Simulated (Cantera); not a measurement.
What does this Cantera script print?

```python
import numpy as np
import cantera as ct

gas_names = [...]  # 151 gases of nasa_gas.yaml made of C, H, N, O, Si
cond_names = """
    C(gr) C6H6(L) C7H8(L) C8H18(L),n-octa H2O(s) H2O(L) Si(cr) Si(L) SiC(b) SiO2(Lqz) SiO2(hqz) SiO2(L)
    Si2N2O(s) Si3N4(a)
""".split()


# ... load() reads the species with a 1 bar reference pressure and builds the phases ...
atoms = {
    'Si3N4': {'Si': 3, 'N': 4},
    'CO2': {'C': 1, 'O': 2},
    'H2': {'H': 2},
}
top_T = {'C(gr)': 4500, 'SiC(b)': 3050, 'Si2N2O(s)': 2100, 'Si3N4(a)': 2400}  # K; cautious upper limits of use, not melting points


# ... equilibrate(T, P, feed) seeds the gas with the atoms and calls Mixture.equilibrate('TP', solver="vcs", rtol=1e-11, max_steps=5000) ...
results = []
feed = {'Si3N4': 1, 'CO2': 1.7, 'H2': 120}  # mol
T = 1523.15  # K
P = 1.1  # Pa
mix = equilibrate(T, P, feed)
results.append((T, P, feed, dict(zip(mix.species_names, mix.species_moles))))
x = sorted(zip(gas.X, gas.species_names), reverse=True)
print(f"T = {T:g} K  P = {P:g} Pa  gas = {mix.phase_moles(0):.4g} mol")
print("   x: " + "  ".join(f"{s} {v:.3e}" for v, s in x if v > 0.0001))
print("   condensed (mol): " + ("  ".join(f"{mix.phase(i).name} {mix.phase_moles(i):.4g}"
      for i in range(1, mix.n_phases) if mix.phase_moles(i) > 1e-12) or "none"))
```

Output:

```
T = 1523.15 K  P = 1.1 Pa  gas = 125.9 mol
   x: H2 9.499e-01  SiO 1.846e-02  N2 1.589e-02  CO 8.549e-03  H 6.803e-03  Si 4.146e-04
   condensed (mol): SiC(b) 0.6231
```

Cantera equilibrium calculation (NASA polynomials, part measured and part estimated; ideal gas, pure solids and liquids).
